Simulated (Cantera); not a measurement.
## Si + H2O + H2 (thermal oxidation and active oxidation of silicon)

Input: 1 mol Si, 0.024 mol H2O, 190 mol H2, equilibrated at 17000 Pa.

These are equilibrium values from Cantera (NASA tables, ideal gas, pure condensed phases), not measurements of a reactor. Candidate condensed phases: H2O, Si, SiO2; 18 gas species. Gases not in the tables: Si2H6 and higher silanes. Rates play no part.

| T (°C) | x H2 | x H | x Si | x SiH2 | x SiH | x SiO | n Si(s) | n Si(l) |
|---|---|---|---|---|---|---|---|---|
| 1302 | 1.000 | 0.000101 | 3.38e-7 | 3.76e-6 | 3.33e-7 | 0.000126 | 0.975 | 0 |
| 1352 | 1.000 | 0.000171 | 9.58e-7 | 6.61e-6 | 7.87e-7 | 0.000126 | 0.974 | 0 |
| 1402 | 1.000 | 0.000282 | 2.55e-6 | 1.12e-5 | 1.77e-6 | 0.000126 | 0.973 | 0 |
| 1452 | 0.999 | 0.000450 | 5.97e-6 | 1.72e-5 | 3.52e-6 | 0.000126 | 0 | 0.971 |
| 1502 | 0.999 | 0.000702 | 1.29e-5 | 2.50e-5 | 6.53e-6 | 0.000126 | 0 | 0.967 |
| 1552 | 0.999 | 0.00107 | 2.68e-5 | 3.56e-5 | 1.17e-5 | 0.000126 | 0 | 0.962 |
| 1602 | 0.998 | 0.00159 | 5.33e-5 | 4.96e-5 | 2.03e-5 | 0.000126 | 0 | 0.952 |
| 1652 | 0.997 | 0.00232 | 0.000102 | 6.80e-5 | 3.43e-5 | 0.000126 | 0 | 0.937 |
| 1702 | 0.996 | 0.00331 | 0.000190 | 9.16e-5 | 5.63e-5 | 0.000126 | 0 | 0.911 |
| 1752 | 0.995 | 0.00466 | 0.000342 | 0.000122 | 9.02e-5 | 0.000126 | 0 | 0.868 |
| 1802 | 0.993 | 0.00644 | 0.000599 | 0.000159 | 0.000141 | 0.000126 | 0 | 0.801 |
x: gas mole fraction; n: condensed amount in mol.

From 1302 °C to 1402 °C the condensed part is Si(s). From 1452 °C to 1802 °C the condensed part is Si(l). The main Si-bearing gas is SiO at 1302 °C and Si at 1802 °C. The share of Si in condensed phases is highest at 1302 °C (97.5 %) and lowest at 1802 °C (80.1 %).
